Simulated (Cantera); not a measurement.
## Ammonia decomposition in nitride growth gas

An isothermal, constant-pressure homogeneous reactor starts with 9.80 % NH3, 90.2 % H2, at 1900 K and 0.830 bar.

Model: the gas-phase N/H chemistry of the illustrative SiF4/NH3 mechanism in the Surface Chemkin manual (1991), integrated in Cantera. Walls and surfaces, which speed up NH3 decomposition in real reactors, are not modelled.

| t (s) | x NH3 | x H2 | x N2 | x NH2 | x N | x N2H4 |
|---|---|---|---|---|---|---|
| 2.00e-5 | 0.0980 | 0.902 | 7.90e-12 | 2.74e-6 | 1.44e-12 | 6.67e-12 |
| 6.29e-5 | 0.0980 | 0.902 | 1.24e-9 | 8.57e-6 | 4.68e-11 | 6.62e-11 |
| 0.000198 | 0.0980 | 0.902 | 1.28e-7 | 2.68e-5 | 1.45e-9 | 6.47e-10 |
| 0.000623 | 0.0979 | 0.902 | 6.75e-6 | 7.84e-5 | 3.64e-8 | 5.55e-9 |
| 0.00196 | 0.0975 | 0.902 | 0.000164 | 0.000141 | 2.10e-7 | 1.78e-8 |
| 0.00617 | 0.0958 | 0.903 | 0.000928 | 0.000143 | 2.29e-7 | 1.85e-8 |
| 0.0194 | 0.0907 | 0.905 | 0.00324 | 0.000137 | 2.26e-7 | 1.71e-8 |
| 0.0612 | 0.0770 | 0.913 | 0.00953 | 0.000122 | 2.19e-7 | 1.34e-8 |
| 0.192 | 0.0485 | 0.928 | 0.0225 | 8.57e-5 | 1.95e-7 | 6.64e-9 |
| 0.606 | 0.0171 | 0.945 | 0.0368 | 3.69e-5 | 1.26e-7 | 1.23e-9 |
| 1.91 | 0.00399 | 0.952 | 0.0428 | 9.79e-6 | 4.35e-8 | 8.64e-11 |
| 6.00 | 0.00105 | 0.954 | 0.0441 | 2.63e-6 | 1.22e-8 | 6.22e-12 |
x: mole fraction; the columns are a selection and need not sum to one.

Equilibrium at this temperature and pressure: NH3 3.90e-6, H2 0.955, N2 0.0446, NH2 9.79e-9, N 4.56e-11, N2H4 <1e-12 (gas phase only).
